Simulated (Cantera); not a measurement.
An adiabatic, constant-volume homogeneous reactor starts with CH₄ : C₂H₆ : C₃H₈ : O₂ : N₂ = 1 : 0.041 : 0.68 : 2.52 : 9.47 (molar parts), at 1625 K and 75000 Pa. Integrator tolerance rtol = 1e-08.

Cantera simulation using GRI-Mech 3.0 (53 species, 325 reactions); the numbers are that mechanism's predictions, not measurements. GRI-Mech 3.0 was tuned for natural gas; its chemistry of propane as a main component is partial and can be far from experiment.

### Question
What does this change do: pressure from 75000 Pa to 180000 Pa?

### Answer
```
quantity                                                              before                                      after
---------------------------------  -----------------------------------------  -----------------------------------------
time of steepest temperature rise                                    52.9 µs                                    27.8 µs
temperature at 0.200 s                                                2782 K                                     2832 K
equilibrium temperature                                               2782 K                                     2832 K
x(CH₄) at 0.200 s                  2.75e-11 (gas-phase equilibrium 3.06e-11)  1.43e-10 (gas-phase equilibrium 1.60e-10)
x(C₂H₆) at 0.200 s                     <1e-12 (gas-phase equilibrium <1e-12)      <1e-12 (gas-phase equilibrium <1e-12)
x(C₃H₈) at 0.200 s                     <1e-12 (gas-phase equilibrium <1e-12)      <1e-12 (gas-phase equilibrium <1e-12)
x(N₂O) at 0.200 s                    3.28e-8 (gas-phase equilibrium 3.28e-8)    4.31e-8 (gas-phase equilibrium 4.31e-8)
x(OH) at 0.200 s                     0.00366 (gas-phase equilibrium 0.00366)    0.00296 (gas-phase equilibrium 0.00296)
x(H) at 0.200 s                        0.0246 (gas-phase equilibrium 0.0246)      0.0190 (gas-phase equilibrium 0.0190)
```

### Question
What does this change do: constant pressure in place of constant volume?

### Answer
```
quantity                                                              before                                      after
---------------------------------  -----------------------------------------  -----------------------------------------
time of steepest temperature rise                                    52.9 µs                                    65.6 µs
temperature at 0.200 s                                                2782 K                                     2537 K
equilibrium temperature                                               2782 K                                     2537 K
x(CH₄) at 0.200 s                  2.75e-11 (gas-phase equilibrium 3.06e-11)  1.46e-11 (gas-phase equilibrium 1.62e-11)
x(C₂H₆) at 0.200 s                     <1e-12 (gas-phase equilibrium <1e-12)      <1e-12 (gas-phase equilibrium <1e-12)
x(C₃H₈) at 0.200 s                     <1e-12 (gas-phase equilibrium <1e-12)      <1e-12 (gas-phase equilibrium <1e-12)
x(N₂O) at 0.200 s                    3.28e-8 (gas-phase equilibrium 3.28e-8)    7.77e-9 (gas-phase equilibrium 7.77e-9)
x(OH) at 0.200 s                     0.00366 (gas-phase equilibrium 0.00366)    0.00165 (gas-phase equilibrium 0.00165)
x(H) at 0.200 s                        0.0246 (gas-phase equilibrium 0.0246)      0.0143 (gas-phase equilibrium 0.0143)
```
